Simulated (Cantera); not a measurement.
Feed: 1 mol CH2F2, 4.5 mol H2, equilibrated at 10000 Pa.

Method: chemical equilibrium by Gibbs-energy minimisation in Cantera with the NASA 1993 tables (ideal gas, pure condensed phases). Candidate condensed phases: C, C6H6, C7H8, C8H18; 110 gas species. Ions and electrons are included (thermal ionisation). Rates play no part. All values below are at 3750 K.

Base state: H 0.721, HF 0.138, H2 0.0518, F 0.0354, C 0.0280, C3 0.0113, C2 0.00716, C2H 0.00349 (mole fractions); condensed: gas only.

What changes in the equilibrium state with this change: H2 from 4.5 to 0.52 mol?


| species | before | after |
|---|---|---|
| H | 0.721 | 0.387 |
| HF | 0.138 | 0.317 |
| F | 0.0354 | 0.152 |
| CF | 0.00258 | 0.0174 |
| C3 | 0.0113 | 0.0442 |
| H2 | 0.0518 | 0.0149 |
| C2 | 0.00716 | 0.0177 |
| C | 0.0280 | 0.0441 |
| CF2 | 7.14e-6 | 0.000206 |
| C5 | 4.40e-5 | 0.000424 |
| C4 | 4.05e-5 | 0.000248 |
| C2HF | 4.71e-6 | 2.68e-5 |
| CH2 | 1.35e-5 | 6.12e-6 |
